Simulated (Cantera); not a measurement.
A perfectly stirred reactor is fed with 7.26 % CH3OH, 19.4 % O2, 73.3 % N2, at 7500 Torr; it is adiabatic with a 775 K inlet, and is followed from long to short residence time, starting on the burning branch (τ in s: 0.034, 0.015, 0.0063, 0.0027, 0.0012, 0.0005, 0.00022, 9.3e-05, 4e-05, 1.7e-05, 7.4e-06).

Cantera simulation using GRI-Mech 3.0 (53 species, 325 reactions); the numbers are that mechanism's predictions, not measurements. GRI-Mech 3.0 was tuned for natural gas; its chemistry of methanol as a main component is partial and can be far from experiment.

One state of this run: T (K) = 2017; x CH3OH = 4.48e-6; x O2 = 0.0824; x NO = 5.73e-5; x C2H4 = 7.54e-12; x CO2 = 0.0695. x: mole fraction; the columns are a selection and need not sum to one.

Question: Which value of τ (s) does it belong to?
A. 0.034
B. 0.0063
C. 9.3e-5
D. 4.0e-5

Answer: B, 0.0063
